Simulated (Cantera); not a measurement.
An adiabatic, constant-pressure homogeneous reactor starts with CH₄ : CO : O₂ : N₂ : CO₂ = 1 : 0.085 : 4.64 : 17.5 : 4.2 (molar parts), equivalence ratio 0.44, at 1725 K and 10.0 bar. Integrator tolerance rtol = 1e-08.

Cantera simulation using GRI-Mech 3.0 (53 species, 325 reactions); the numbers are that mechanism's predictions, not measurements.

Problem. What does this change do: 2.6 parts H2 added?

Solution. 
```
quantity                                                            before                                      after
---------------------------------  ---------------------------------------  -----------------------------------------
time of steepest temperature rise                                  29.7 µs                                    3.00 µs
temperature at 3.00 s                                               2378 K                                     2674 K
equilibrium temperature                                             2378 K                                     2674 K
x(CH₄) at 3.00 s                     <1e-12 (gas-phase equilibrium <1e-12)      <1e-12 (gas-phase equilibrium <1e-12)
x(CO) at 3.00 s                    0.00373 (gas-phase equilibrium 0.00373)      0.0207 (gas-phase equilibrium 0.0207)
x(O₂) at 3.00 s                      0.0898 (gas-phase equilibrium 0.0898)      0.0463 (gas-phase equilibrium 0.0463)
x(H₂O) at 3.00 s                     0.0707 (gas-phase equilibrium 0.0707)        0.149 (gas-phase equilibrium 0.149)
x(H) at 3.00 s                     7.05e-5 (gas-phase equilibrium 7.05e-5)  0.000880 (gas-phase equilibrium 0.000880)
```

Problem. What does this change do: pressure from 10.0 bar to 11.0 bar?

Solution. 
```json
[
 {"quantity": "time of steepest temperature rise", "before": "29.7 µs", "after": "27.6 µs"},
 {"quantity": "temperature at 3.00 s", "before": "2378 K", "after": "2379 K"},
 {"quantity": "equilibrium temperature", "before": "2378 K", "after": "2379 K"},
 {"quantity": "x(CH₄) at 3.00 s", "before": "<1e-12 (gas-phase equilibrium <1e-12)", "after": "<1e-12 (gas-phase equilibrium <1e-12)"},
 {"quantity": "x(CO) at 3.00 s", "before": "0.00373 (gas-phase equilibrium 0.00373)", "after": "0.00359 (gas-phase equilibrium 0.00359)"},
 {"quantity": "x(O₂) at 3.00 s", "before": "0.0898 (gas-phase equilibrium 0.0898)", "after": "0.0898 (gas-phase equilibrium 0.0898)"},
 {"quantity": "x(H₂O) at 3.00 s", "before": "0.0707 (gas-phase equilibrium 0.0707)", "after": "0.0707 (gas-phase equilibrium 0.0707)"},
 {"quantity": "x(H) at 3.00 s", "before": "7.05e-5 (gas-phase equilibrium 7.05e-5)", "after": "6.63e-5 (gas-phase equilibrium 6.63e-5)"}
]
```
